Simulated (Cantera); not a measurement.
Cantera run, input and output.

```python
import numpy as np
import cantera as ct

gas = ct.Solution("h2o2.yaml")
gas.TPX = 1273, 100000, {'H2': 9, 'O2': 1, 'N2': 2.5}
reactor = ct.IdealGasConstPressureReactor(gas, energy="off", clone=False)
net = ct.ReactorNet([reactor])
net.rtol, net.atol = 1e-08, 1e-18
show = ['H2', 'O2', 'HO2', 'H2O2', 'H']
times = np.geomspace(4e-05, 4, 13)

steps = ct.SolutionArray(gas, extra=["t"])
rows = []
print(f"{'t/s':>10s}{'T/K':>9s}{'P/Pa':>11s}" + "".join(f"{s:>11s}" for s in show))
for t in times:
    while net.time < t:
        t_next = net.step()
        steps.append(gas.state, t=t_next)
    rows.append([np.interp(t, steps.t, y) for y in (steps.T, steps.P, *steps(*show).X.T)])
    print(f"{t:10.3e}{rows[-1][0]:9.1f}{rows[-1][1]:11.4g}" + "".join(f"{x:11.3e}" for x in rows[-1][2:]))
rate = np.gradient(steps.T, steps.t)
print("integrator steps:", len(steps.t))
if steps.T.max() > steps.T[0] + 200:
    print(f"time of steepest temperature rise: {steps.t[rate.argmax()]:.4e} s")
gas.TPX = 1273, 100000, {'H2': 9, 'O2': 1, 'N2': 2.5}
gas.equilibrate("TP")
print(f"equilibrium (TP): T = {gas.T:.1f} K  " + "  ".join(f"{s} {gas[s].X[0]:.3e}" for s in show))
```

Output:

```
       t/s      T/K       P/Pa         H2         O2        HO2       H2O2          H
 4.000e-05   1273.0      1e+05  6.864e-01  6.698e-02  4.104e-05  7.132e-07  1.968e-02
 1.044e-04   1273.0      1e+05  5.822e-01  1.611e-06  2.205e-09  7.589e-09  3.293e-02
 2.725e-04   1273.0      1e+05  6.006e-01  8.438e-08  1.625e-10  2.169e-09  1.004e-02
 7.113e-04   1273.0      1e+05  6.058e-01  1.138e-08  3.230e-11  6.897e-10  3.542e-03
 1.857e-03   1273.0      1e+05  6.076e-01  1.855e-09  7.672e-12  2.054e-10  1.314e-03
 4.846e-03   1273.0      1e+05  6.083e-01  3.271e-10  1.730e-12  5.133e-11  4.972e-04
 1.265e-02   1273.0      1e+05  6.085e-01  5.590e-11  3.282e-13  1.037e-11  1.895e-04
 3.302e-02   1273.0      1e+05  6.086e-01  8.782e-12  5.188e-14  1.779e-12  7.247e-05
 8.618e-02   1273.0      1e+05  6.087e-01  1.265e-12  6.891e-15  2.789e-13  2.774e-05
 2.249e-01   1273.0      1e+05  6.087e-01  1.683e-13  7.459e-16  4.205e-14  1.063e-05
 5.871e-01   1273.0      1e+05  6.087e-01  2.140e-14  6.476e-17  6.293e-15  4.095e-06
 1.532e+00   1273.0      1e+05  6.087e-01  2.854e-15  5.043e-18  9.944e-16  1.626e-06
 4.000e+00   1273.0      1e+05  6.087e-01  5.127e-16  5.731e-19  2.192e-16  7.629e-07
integrator steps: 2763
equilibrium (TP): T = 1273.0 K  H2 6.087e-01  O2 2.342e-16  HO2 2.320e-19  H2O2 1.182e-16  H 5.601e-07
```

Cantera simulation using the H2/O2 subset of GRI-Mech 3.0, which has no nitrogen chemistry; the numbers are that mechanism's predictions, not measurements. The temperature is held fixed by assumption; the heat of reaction is taken as removed at once.
